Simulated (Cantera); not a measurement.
An isothermal, constant-pressure homogeneous reactor starts with 6.67 % CH₄, 93.3 % N₂, at 1748 K and 1330 Pa.

Computed with Cantera and GRI-Mech 3.0 (53 species, 325 reactions). GRI-Mech 3.0 stops at C3 and has no aromatics, soot or wall deposition, so with more carbon than oxygen in the feed, carbon stays in small species such as C2H2 where larger ones or solid carbon would form. Radical loss at walls, strong at low pressure, is not modelled.

x: mole fraction; the columns are a selection and need not sum to one.

```json
[
 {"t (s)": "0.000200", "x CH₄": "0.0667", "x C₂H₂": "<1e-12", "x H": "6.67e-7", "x C₂H": "<1e-12", "x C₂H₄": "1.41e-10", "x CH₂": "9.00e-11", "x H₂": "3.59e-6"},
 {"t (s)": "0.000493", "x CH₄": "0.0666", "x C₂H₂": "8.40e-12", "x H": "6.69e-7", "x C₂H": "<1e-12", "x C₂H₄": "___", "x CH₂": "4.99e-10", "x H₂": "___"},
 {"t (s)": "0.00121", "x CH₄": "0.0666", "x C₂H₂": "3.97e-10", "x H": "6.78e-7", "x C₂H": "<1e-12", "x C₂H₄": "5.87e-8", "x CH₂": "2.57e-9", "x H₂": "2.53e-5"},
 {"t (s)": "0.00299", "x CH₄": "0.0665", "x C₂H₂": "1.63e-8", "x H": "7.33e-7", "x C₂H": "<1e-12", "x C₂H₄": "9.40e-7", "x CH₂": "1.36e-8", "x H₂": "6.48e-5"},
 {"t (s)": "0.00737", "x CH₄": "0.0663", "x C₂H₂": "6.31e-7", "x H": "1.08e-6", "x C₂H": "1.04e-11", "x C₂H₄": "1.41e-5", "x CH₂": "7.39e-8", "x H₂": "0.000185"},
 {"t (s)": "0.0182", "x CH₄": "0.0654", "x C₂H₂": "2.42e-5", "x H": "3.38e-6", "x C₂H": "6.15e-10", "x C₂H₄": "0.000195", "x CH₂": "3.79e-7", "x H₂": "0.000838"},
 {"t (s)": "0.0447", "x CH₄": "___", "x C₂H₂": "___", "x H": "___", "x C₂H": "___", "x C₂H₄": "___", "x CH₂": "___", "x H₂": "___"},
 {"t (s)": "0.110", "x CH₄": "0.0361", "x C₂H₂": "0.0115", "x H": "9.24e-5", "x C₂H": "1.87e-7", "x C₂H₄": "0.00222", "x CH₂": "2.21e-6", "x H₂": "0.0395"},
 {"t (s)": "0.271", "x CH₄": "0.0150", "x C₂H₂": "0.0236", "x H": "0.000173", "x C₂H": "3.97e-7", "x C₂H₄": "0.000324", "x CH₂": "1.47e-6", "x H₂": "0.0716"},
 {"t (s)": "0.669", "x CH₄": "0.00456", "x C₂H₂": "0.0289", "x H": "0.000269", "x C₂H": "6.25e-7", "x C₂H₄": "3.85e-5", "x CH₂": "8.58e-7", "x H₂": "0.0869"},
 {"t (s)": "1.65", "x CH₄": "0.00102", "x C₂H₂": "0.0307", "x H": "0.000401", "x C₂H": "9.32e-7", "x C₂H₄": "4.15e-6", "x CH₂": "4.09e-7", "x H₂": "0.0920"},
 {"t (s)": "4.06", "x CH₄": "0.000211", "x C₂H₂": "0.0311", "x H": "0.000536", "x C₂H": "1.25e-6", "x C₂H₄": "1.49e-6", "x CH₂": "1.50e-7", "x H₂": "0.0931"},
 {"t (s)": "10.0", "x CH₄": "5.13e-5", "x C₂H₂": "0.0312", "x H": "0.000599", "x C₂H": "1.39e-6", "x C₂H₄": "1.32e-6", "x CH₂": "4.58e-8", "x H₂": "0.0933"}
]
```

Question: Some entries are withheld; supply them.

Answer: 
- 0.000493, x C₂H₄: 3.25e-9
- 0.000493, x H₂: 9.82e-6
- 0.0447, x CH₄: 0.0594
- 0.0447, x C₂H₂: 0.000876
- 0.0447, x H: 2.03e-5
- 0.0447, x C₂H: 1.74e-8
- 0.0447, x C₂H₄: 0.00185
- 0.0447, x CH₂: 1.50e-6
- 0.0447, x H₂: 0.00710
